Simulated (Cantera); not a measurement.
Thermal oxidation and active oxidation of silicon: Si + O2 + H2 + N2O

A closed system holds: 1 mol Si, 0.044 mol O2, a varied amount of H2, 0.11 mol N2O, at 1923 K and 13.3 mbar.

Equilibrium computed with Cantera from the NASA thermochemical tables; the gas is ideal and each condensed phase is pure. Candidate condensed phases: H2O, Si, SiO2, Si2N2O, Si3N4; 35 gas species. Gases not in the tables: Si2H6 and higher silanes. Kinetics and transport are ignored.

From 31 mol H2 to 370 mol H2 the condensed part is Si(l). The main Si-bearing gas is SiO at 31 mol H2 and Si at 370 mol H2. The share of Si in condensed phases is highest at 31 mol H2 (75.5 %) and lowest at 370 mol H2 (24.7 %).

| n(H2) (mol) | log p H2 | log p H | log p SiO | log p N2 | log p Si | log p SiH | n Si(l) |
|---|---|---|---|---|---|---|---|
| 31 | -1.88 | -3.97 | -4.08 | -4.33 | -4.77 | -5.80 | 0.755 |
| 74 | -1.88 | -3.97 | -4.45 | -4.71 | -4.77 | -5.80 | 0.690 |
| 120 | -1.88 | -3.97 | -4.66 | -4.92 | -4.77 | -5.80 | 0.621 |
| 160 | -1.88 | -3.97 | -4.79 | -5.04 | -4.77 | -5.80 | 0.562 |
| 200 | -1.88 | -3.97 | -4.88 | -5.14 | -4.77 | -5.80 | 0.502 |
| 250 | -1.88 | -3.97 | -4.98 | -5.24 | -4.77 | -5.80 | 0.427 |
| 290 | -1.88 | -3.97 | -5.04 | -5.30 | -4.77 | -5.80 | 0.367 |
| 330 | -1.88 | -3.97 | -5.10 | -5.36 | -4.77 | -5.80 | 0.307 |
| 370 | -1.88 | -3.97 | -5.15 | -5.41 | -4.77 | -5.80 | 0.247 |
log p: log10 of the partial pressure in bar; n: condensed amount in mol.
